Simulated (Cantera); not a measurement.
A perfectly stirred reactor is fed with 5.51 % H₂, 87.4 % O₂, 7.08 % N₂, equivalence ratio 0.032, at 27.0 Torr; it is held at 1225 K, and followed from long to short residence time.

Model: GRI-Mech 3.0 (53 species, 325 reactions), integrated in Cantera. Radical loss at walls, strong at low pressure, is not modelled. The temperature is held fixed by assumption; the heat of reaction is taken as removed at once.

x: mole fraction; the columns are a selection and need not sum to one.

| τ (s) | x H₂ | x O₂ | x O | x H₂O | x H₂O₂ |
|---|---|---|---|---|---|
| 1.7 | 7.35e-5 | 0.870 | 0.000674 | 0.0562 | … |
| 0.83 | 0.000114 | 0.869 | 0.00108 | 0.0561 | … |
| 0.41 | 0.000174 | 0.868 | 0.00170 | 0.0559 | … |
| 0.20 | 0.000266 | 0.867 | 0.00269 | 0.0556 | … |
| 0.10 | 0.000399 | 0.866 | 0.00412 | 0.0551 | … |
| 0.050 | 0.000596 | 0.864 | 0.00620 | 0.0545 | … |
| 0.025 | 0.000889 | 0.860 | 0.00908 | 0.0535 | … |
| 0.012 | 0.00136 | 0.856 | 0.0130 | 0.0520 | … |
| 0.0060 | 0.00204 | 0.851 | 0.0171 | 0.0501 | … |
| 0.0030 | 0.00310 | 0.847 | 0.0208 | 0.0475 | … |
| 0.0015 | 0.00485 | 0.844 | 0.0230 | 0.0443 | … |

Q: What belongs in the gaps?

A: 
- 1.7, x H₂O₂: 1.02e-7
- 0.83, x H₂O₂: 1.25e-7
- 0.41, x H₂O₂: 1.50e-7
- 0.20, x H₂O₂: 1.77e-7
- 0.10, x H₂O₂: 2.05e-7
- 0.050, x H₂O₂: 2.32e-7
- 0.025, x H₂O₂: 2.60e-7
- 0.012, x H₂O₂: 2.89e-7
- 0.0060, x H₂O₂: 3.20e-7
- 0.0030, x H₂O₂: 3.59e-7
- 0.0015, x H₂O₂: 4.13e-7
